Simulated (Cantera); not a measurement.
Standard-state values (1 bar) from the NASA 1993 polynomials, evaluated with Cantera. Values are per mole of reaction as written; species without (g) are pure solids or liquids, kept so even where they would boil at 1 bar.

Task: Between 1248 and 1648 K, where is each reaction favourable under standard conditions?
- SiBr₄(g) → 2 Br₂(g) + Si(g)

Result: 
- SiBr₄(g) → 2 Br₂(g) + Si(g): ΔG° is 585 kJ at 1248 K and 478 kJ at 1648 K; it stays positive (K < 1). ΔH° is 915 kJ and ΔS° 265 J/K at 1648 K.
